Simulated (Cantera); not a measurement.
A perfectly stirred reactor is fed with 6.06 % CH4, 2.43 % C2H6, 18.7 % O2, 72.8 % N2, equivalence ratio 1.1, at 12.0 bar; it is adiabatic with a 723 K inlet, and is followed from long to short residence time, starting on the burning branch (τ in s: 0.37, 0.15, 0.057, 0.022, 0.0087, 0.0034, 0.0013, 0.00052, 0.00021, 8e-05, 3.1e-05).

Cantera simulation using GRI-Mech 3.0 (53 species, 325 reactions); the numbers are that mechanism's predictions, not measurements. The pressure lies above the range GRI-Mech 3.0 was tuned for (to about 10 atm).

x: mole fraction; the columns are a selection and need not sum to one.

```csv
τ (s),T (K),x CH4,x C2H6,x O2,x C2H,x O,x CH2
0.37,2495,1.26e-7,___,0.000747,1.29e-10,0.000112,6.43e-9
0.15,2495,3.08e-7,___,0.000757,3.17e-10,0.000113,1.58e-8
0.057,2494,7.96e-7,___,0.000783,8.30e-10,0.000116,4.13e-8
0.022,2493,1.97e-6,___,0.000848,2.13e-9,0.000123,1.05e-7
0.0087,2491,4.51e-6,___,0.000992,5.26e-9,0.000137,2.53e-7
0.0034,2485,9.67e-6,___,0.00130,1.29e-8,0.000168,5.92e-7
0.0013,2473,1.94e-5,___,0.00190,3.08e-8,0.000231,1.33e-6
0.00052,2454,3.58e-5,___,0.00290,6.72e-8,0.000337,2.71e-6
0.00021,2425,6.53e-5,___,0.00444,1.36e-7,0.000505,5.22e-6
8.0e-5,2380,0.000130,___,0.00693,2.69e-7,0.000765,1.01e-5
3.1e-5,2320,0.000282,___,0.0107,4.96e-7,0.00105,1.95e-5
```

**Question.** Fill in the missing entries.

**Answer.** 
- 0.37, x C2H6: 1.95e-9
- 0.15, x C2H6: 4.81e-9
- 0.057, x C2H6: 1.26e-8
- 0.022, x C2H6: 3.25e-8
- 0.0087, x C2H6: 8.13e-8
- 0.0034, x C2H6: 2.04e-7
- 0.0013, x C2H6: 5.16e-7
- 0.00052, x C2H6: 1.24e-6
- 0.00021, x C2H6: 2.92e-6
- 8.0e-5, x C2H6: 7.27e-6
- 3.1e-5, x C2H6: 1.84e-5
